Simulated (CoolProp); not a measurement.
Values from CoolProp's reference Helmholtz-energy equation of state, Lemmon 2006. It is a short technical equation, of lower accuracy than the large ones.

For n-nonane, give the phase and the density (kg/m³), expansivity (1/kK), conductivity (mW/(m K)), Prandtl number at 456.1 K and 4.14 bar.


- 456.1 K and 4.14 bar: liquid; density 579, expansivity 1.76, conductivity 91.8, Prandtl number 5.19

Viscosity comes from a separate model (Huber 2004). Thermal conductivity comes from a separate model (Huber 2005).
